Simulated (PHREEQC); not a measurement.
A solution holds 0.042 mol/kgw HCl, 0.0011 mol/kgw Li2SO4 and 0.0044 mol/kgw MnSO4, at 20 °C. Closed to the air; pH follows from the charge balance.

All values are PHREEQC results (ion-association model, wateq4f.dat), not measurements.

Each row changes one thing in this solution. No solid was allowed to form.

| case | pH | ionic strength (mol/kgw) | Mn+2 (mol/kgw) | HSO4- (mol/kgw) | SO4-2 (mol/kgw) | MnCl+ (mol/kgw) |
|---|---|---|---|---|---|---|
| as made | 1.48 | 0.0548 | 0.00383 | 0.00322 | 0.00201 | 0.000303 |
| MnSO4 from 0.0044 to 0.00044 mol/kgw | 1.45 | 0.0450 | 0.000398 | 0.000979 | 0.000550 | [?] |
| temperature from 20 to 45 °C | [?] | 0.0536 | 0.00383 | 0.00382 | 0.00140 | [?] |
| Li2SO4 left out | 1.47 | 0.0529 | 0.00387 | 0.00260 | 0.00159 | 0.000310 |
| diluted 10-fold with water | [?] | [?] | 0.000420 | 0.000111 | 0.000424 | 5.23e-6 |

Problem. What belongs in the gaps?

Solution. 
- MnSO4 from 0.0044 to 0.00044 mol/kgw, MnCl+ (mol/kgw): 3.34e-5
- temperature from 20 to 45 °C, pH: 1.49
- temperature from 20 to 45 °C, MnCl+ (mol/kgw): 0.000295
- diluted 10-fold with water, pH: 2.42
- diluted 10-fold with water, ionic strength (mol/kgw): 0.00600

Species that the database lacks are ignored. Away from 25 °C the constants follow the database's enthalpies or fits; those with neither stay at their 25 °C values.
